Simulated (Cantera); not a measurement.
Feed: 1 mol Si, 0.97 mol O2, 130 mol H2, at 1175 K and 2.30 mbar.

Cantera equilibrium calculation (NASA polynomials, part measured and part estimated; ideal gas, pure solids and liquids). Candidate condensed phases: H2O, Si, SiO2; 18 gas species. Mutual solubility and eutectic melting of coexisting phases are not modelled. The tables hold silica as quartz up to 1696 K and as liquid above; real silica turns to tridymite and cristobalite and melts near 1996 K. Rates play no part.

Base state: H2 1.000, SiO 0.000112 (mole fractions); condensed: Si(s) + SiO2(β-quartz).

Q: What changes in the equilibrium state with this change: Si replaced by SiC?

A: 
| species | before | after |
|---|---|---|
| H2 | 1.000 | 0.995 |
| CO | 0 | 0.00494 |
| CH4 | 0 | 2.36e-5 |
| SiO | 0.000112 | 5.77e-6 |
| Si(s), mol | 0.0227 | 0 |
| SiO2(β-quartz), mol | 0.963 | 0.647 |
| SiC(s), mol | 0 | 0.352 |
Further candidate phases: C, C6H6, C7H8, C8H18, SiC.

Q: What changes in the equilibrium state with this change: pressure from 2.30 mbar to 49.0 mbar?

A: 
```csv
species,before,after
H2,1.000,1.000
SiO,0.000112,5.25e-6
"Si(s), mol",0.0227,0.0297
"SiO2(β-quartz), mol",0.963,0.970
```
